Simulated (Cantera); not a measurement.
A closed system holds: 1 mol MgCO3, 0.31 mol SO2, 0.23 mol CO2, at 1075 K and 3.80 bar.

Equilibrium computed with Cantera from the NASA thermochemical tables; the gas is ideal and each condensed phase is pure. Candidate condensed phases: C, Mg, MgCO3, MgO, MgS, MgSO4, S; 26 gas species. Rates play no part.

**Question.** What is the equilibrium state?

**Answer.** 
```json
{
 "x(CO2)": "0.799",
 "x(SO2)": "0.201",
 "x(SO3)": "9.18e-6",
 "x(CO)": "9.10e-6",
 "n(MgO(s))": "1.00 mol",
 "gas_amount": "1.540 mol",
 "log10 activity of S(l) (absent)": "-5.94",
 "log10 activity of C(graphite) (absent)": "-10.27",
 "log10 activity of Mg(l) (absent)": "-19.30"
}
```
